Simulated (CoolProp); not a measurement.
Toluene along the isobar 2.04 MPa: density (kg/m³) from the reference equation and from simpler models built on Tc = 591.7 K, pc = 4.126 MPa, ω = 0.266; each cubic takes its own stable root.

Computed with CoolProp (reference Helmholtz-energy equation of state, Lemmon 2006). It is a short technical equation, of lower accuracy than the large ones.

| T (K) | phase | reference | Soave-Redlich-Kwong | Peng-Robinson |
|---|---|---|---|---|
| 491.8 | liquid | 654.7 | 570.2 | 646.5 |
| 504.6 | liquid | 635.1 | 547.8 | 621.2 |
| 517.5 | liquid | 613.2 | 522.4 | 592.3 |
| 530.3 | liquid | 588.4 | 493.0 | 558.8 |
| 543.1 | gas | 60.98 | 58.16 | 59.77 |
| 555.9 | gas | 56.47 | ___ | 55.94 |
| 568.7 | gas | ___ | ___ | 52.83 |
| 581.5 | gas | 50.20 | 49.06 | 50.20 |
| 594.4 | gas | 47.82 | 46.89 | 47.93 |
| 607.2 | gas | 45.79 | 44.99 | 45.95 |
| 620 | gas | 44.00 | 43.30 | 44.19 |

### Question
Fill in the missing entries.

### Answer

- 555.9, Soave-Redlich-Kwong: 54.53
- 568.7, reference: 53.01
- 568.7, Soave-Redlich-Kwong: 51.56
